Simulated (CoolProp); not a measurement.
Properties of 1-butene along the isotherm 525 K (Tc = 419.3 K, pc = 4.006 MPa, ω = 0.192).

Model: reference Helmholtz-energy equation of state, Lemmon 2005, in CoolProp. It is a short technical equation, of lower accuracy than the large ones.

```json
[
 {"p (MPa)": "0.0317", "phase": "gas", "cp (kJ/(kg K))": "2.390", "isothermal compressibility (1/MPa)": "31.59", "expansivity (1/kK)": "1.913", "fugacity coefficient": "0.9987"},
 {"p (MPa)": "0.0534", "phase": "gas", "cp (kJ/(kg K))": "2.390", "isothermal compressibility (1/MPa)": "18.77", "expansivity (1/kK)": "1.919", "fugacity coefficient": "0.9978"},
 {"p (MPa)": "0.0902", "phase": "gas", "cp (kJ/(kg K))": "2.392", "isothermal compressibility (1/MPa)": "11.13", "expansivity (1/kK)": "1.929", "fugacity coefficient": "0.9963"},
 {"p (MPa)": "0.152", "phase": "gas", "cp (kJ/(kg K))": "2.394", "isothermal compressibility (1/MPa)": "6.621", "expansivity (1/kK)": "1.946", "fugacity coefficient": "0.9938"},
 {"p (MPa)": "0.257", "phase": "gas", "cp (kJ/(kg K))": "?", "isothermal compressibility (1/MPa)": "3.933", "expansivity (1/kK)": "1.976", "fugacity coefficient": "0.9895"},
 {"p (MPa)": "0.433", "phase": "gas", "cp (kJ/(kg K))": "2.407", "isothermal compressibility (1/MPa)": "2.352", "expansivity (1/kK)": "2.027", "fugacity coefficient": "0.9823"},
 {"p (MPa)": "0.732", "phase": "gas", "cp (kJ/(kg K))": "2.420", "isothermal compressibility (1/MPa)": "1.409", "expansivity (1/kK)": "2.117", "fugacity coefficient": "?"},
 {"p (MPa)": "1.23", "phase": "gas", "cp (kJ/(kg K))": "2.445", "isothermal compressibility (1/MPa)": "0.8577", "expansivity (1/kK)": "?", "fugacity coefficient": "0.9502"},
 {"p (MPa)": "2.08", "phase": "gas", "cp (kJ/(kg K))": "2.493", "isothermal compressibility (1/MPa)": "0.5281", "expansivity (1/kK)": "2.602", "fugacity coefficient": "?"},
 {"p (MPa)": "3.52", "phase": "gas", "cp (kJ/(kg K))": "2.600", "isothermal compressibility (1/MPa)": "0.3358", "expansivity (1/kK)": "3.289", "fugacity coefficient": "0.8624"},
 {"p (MPa)": "5.93", "phase": "supercritical", "cp (kJ/(kg K))": "2.860", "isothermal compressibility (1/MPa)": "?", "expansivity (1/kK)": "4.876", "fugacity coefficient": "0.7776"},
 {"p (MPa)": "10", "phase": "supercritical", "cp (kJ/(kg K))": "3.334", "isothermal compressibility (1/MPa)": "0.1226", "expansivity (1/kK)": "6.886", "fugacity coefficient": "0.6585"}
]
```

### Question
Fill in the missing entries.

### Answer

- 0.257, cp (kJ/(kg K)): 2.399
- 0.732, fugacity coefficient: 0.9702
- 1.23, expansivity (1/kK): 2.281
- 2.08, fugacity coefficient: 0.9169
- 5.93, isothermal compressibility (1/MPa): 0.2233
